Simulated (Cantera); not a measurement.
Charge: 1 mol TEOS, 0.42 mol O3, 20 mol N2, 2.5 mol CO2, at 0.0133 bar.

Method: chemical equilibrium by Gibbs-energy minimisation in Cantera with the NASA 1993 tables (ideal gas, pure condensed phases). Candidate condensed phases: C, C6H6, C7H8, C8H18, H2O, Si, SiC, SiO2, Si2N2O, Si3N4; 151 gas species. The feed counts by its element totals alone. N2 is the only nitrogen source here; it is nearly inert below about 1500 K, so the nitride shown seldom forms there in practice. Mutual solubility and eutectic melting of coexisting phases are not modelled. The tables hold silica as quartz up to 1696 K and as liquid above; real silica turns to tridymite and cristobalite and melts near 1996 K. Kinetics and transport are ignored.

x: gas mole fraction; n: condensed amount in mol.

```
T (K)   x N2   x H2   x CO     x SiO       x H  n C(graphite)  n SiO2(β-quartz)  n Si2N2O(s)  n SiC(s)
-----  -----  -----  -----  --------  --------  -------------  ----------------  -----------  --------
950    0.524  0.261  0.214    <1e-12   2.46e-9           2.30              1.00            0         0
1025   0.523  0.261  0.215    <1e-12   1.93e-8           2.25              1.00            0         0
1100   0.523  0.261  0.216  6.11e-11   1.14e-7           2.24              1.00            0         0
1175   0.523  0.261  0.216   7.27e-9   5.43e-7           2.24              1.00            0         0
1250   0.497  0.255  0.249       ___       ___          0.739                 0        0.500         0
1325   0.497  0.255  0.249   2.17e-6   7.15e-6          0.736                 0        0.500         0
1400   0.497  0.255  0.249   1.64e-5   2.13e-5          0.733                 0        0.500         0
1475   0.497  0.254  0.249  0.000100   5.67e-5          0.729                 0        0.498         0
1550   0.496  0.254  0.248  0.000514  0.000138          0.729                 0        0.490         0
1625   0.496  0.250  0.249   0.00320  0.000306              0                 0        0.174     0.524
1700   0.496  0.248  0.245   0.00965  0.000635              0                 0            0     0.611
1775   0.496  0.247  0.245   0.00979   0.00125              0                 0            0     0.605
1850   0.496  0.246  0.245   0.00998       ___              0                 0            0     0.596
1925   0.495  0.245  0.244    0.0102   0.00410              0                 0            0     0.582
```

Problem. Some entries are withheld; supply them.

Solution. 
- 1250, x SiO: 2.23e-7
- 1250, x H: 2.11e-6
- 1850, x H: 0.00232
